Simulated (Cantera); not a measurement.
Cantera run:

```python
import numpy as np
import cantera as ct

gas_names = """
    CL CL2 H HCL H2 N NH NH2 NH3 N2 N2H2 N2H4 Si SiCL SiCL2 SiCL3 SiCL4 SiH SiHCL3 SiH2 SiH2CL2 SiH3
    SiH3CL SiH4 SiN Si2 Si2N Si3
""".split()
cond_names = """
    NH4CL(a) NH4CL(b) Si(cr) Si(L) Si3N4(a)
""".split()


# ... load() reads the species with a 1 bar reference pressure and builds the phases ...
atoms = {
    'SiH2Cl2': {'Si': 1, 'H': 2, 'CL': 2},
    'HCl': {'H': 1, 'CL': 1},
    'N2': {'N': 2},
}
top_T = {'Si3N4(a)': 2400}  # K; cautious upper limits of use, not melting points


# ... equilibrate(T, P, feed) seeds the gas with the atoms and calls Mixture.equilibrate('TP', solver="vcs", rtol=1e-11, max_steps=5000) ...
results = []
feed = {'SiH2Cl2': 1, 'HCl': 4.9, 'N2': 16}  # mol
T = 1000  # K
P = 100000  # Pa
mix = equilibrate(T, P, feed)
results.append((T, P, feed, dict(zip(mix.species_names, mix.species_moles))))
x = sorted(zip(gas.X, gas.species_names), reverse=True)
print(f"T = {T:g} K  P = {P:g} Pa  gas = {mix.phase_moles(0):.4g} mol")
print("   x: " + "  ".join(f"{s} {v:.3e}" for v, s in x if v > 1e-06))
print("   condensed (mol): " + ("  ".join(f"{mix.phase(i).name} {mix.phase_moles(i):.4g}"
      for i in range(1, mix.n_phases) if mix.phase_moles(i) > 1e-12) or "none"))
```

It prints:

```
T = 1000 K  P = 100000 Pa  gas = 21.95 mol
   x: N2 7.246e-01  HCL 1.585e-01  H2 7.784e-02  SiCL4 3.885e-02  SiHCL3 1.344e-04  NH3 1.076e-05  SiCL3 8.382e-06
   condensed (mol): Si3N4(a) 0.04803
```

Cantera equilibrium calculation (NASA polynomials, part measured and part estimated; ideal gas, pure solids and liquids). N2 is the only nitrogen source here; it is nearly inert below about 1500 K, so the nitride shown seldom forms there in practice.
